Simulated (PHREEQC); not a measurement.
Make-up at 25 °C: 0.049 mol NH4HF2, 0.0037 mol (NH4)2SiF6, 0.082 mol H3PO4 and 0.14 mol H2SO4 per kg of water. Closed to the air; pH follows from the charge balance.

The numbers come from PHREEQC with the ion-association model, wateq4f.dat.

```
quantity                  before    after
------------------------  ------  -------
pH                          0.98     1.08
ionic strength (mol/kgw)   0.213    0.174
HSO4- (mol/kgw)            0.108    0.129
HF (mol/kgw)              0.0701   0.0931
NH4+ (mol/kgw)            0.0512   0.0547
SO4-2 (mol/kgw)           0.0270  0.00892
SI of Quartz (SiO2)        -5.28    -1.85
```

**Question.** Name the change that produced these shifts.
A) (NH4)2SiF6 from 0.0037 to 0.0185 mol/kgw
B) NH4HF2 left out
C) temperature from 25 to 35 °C
D) NH4HF2 from 0.049 to 0.098 mol/kgw
E) temperature from 25 to 85 °C

**Answer.** E, temperature from 25 to 85 °C

Precipitation was switched off in this run. wateq4f.dat counts part of the HF as a dimer, H2F2, which phreeqc.dat doesn't know; its constant is uncertain. H3PO4, which wateq4f.dat lacks, is added to it with the constant of phreeqc.dat. At this temperature some constants are extrapolated from 25 °C, and those without enthalpy data are left unchanged. SiF6-2 is the database's only silicon fluoride.
